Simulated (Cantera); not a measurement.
Feed: 1 mol TiCl4, 1.8 mol C3H8, held at 1348 K and 8700 Pa.

Cantera equilibrium calculation (NASA polynomials, part measured and part estimated; ideal gas, pure solids and liquids). Candidate condensed phases: C, C6H6, C7H8, C8H18, Ti, TiC, TiCl2, TiCl3, TiCl4; 96 gas species. The tables' values for TiCl2 are old estimates; treat these amounts as uncertain. TiC: taken at fixed stoichiometry. Rates play no part.

Base state: H2 0.634, HCl 0.334, TiCl4 0.0171, TiCl3 0.0143, CH4 0.000204, TiCl2 1.15e-5 (mole fractions); condensed: C(graphite) + TiC(s).

Task: What changes in the equilibrium state with this change: pressure from 8700 Pa to 43000 Pa?

Result: 
| species | before | after |
|---|---|---|
| H2 | 0.634 | 0.677 |
| HCl | 0.334 | 0.273 |
| TiCl4 | 0.0171 | 0.0332 |
| TiCl3 | 0.0143 | 0.0157 |
| CH4 | 0.000204 | 0.00115 |
| TiCl2 | 1.15e-5 | 7.20e-6 |
| C(graphite), mol | 4.68 | 4.82 |
| TiC(s), mol | 0.718 | 0.568 |

Task: What changes in the equilibrium state with this change: C3H8 from 1.8 to 0.3 mol?

Result: 
```tsv
species	before	after
HCl	0.334	0.413
H2	0.634	0.269
TiCl4	0.0171	0.221
TiCl3	0.0143	0.0971
CH4	0.000204	3.68e-5
TiCl2	1.15e-5	4.13e-5
C(graphite), mol	4.68	0.701
TiC(s), mol	0.718	0.199
```

Task: What changes in the equilibrium state with this change: pressure from 8700 Pa to 1330 Pa?

Result: 
```csv
species,before,after
H2,0.634,0.596
HCl,0.334,0.389
TiCl3,0.0143,0.00962
TiCl4,0.0171,0.00541
CH4,0.000204,2.76e-5
H,6.25e-6,1.55e-5
TiCl2,1.15e-5,1.65e-5
"C(graphite), mol",4.68,4.54
"TiC(s), mol",0.718,0.863
```
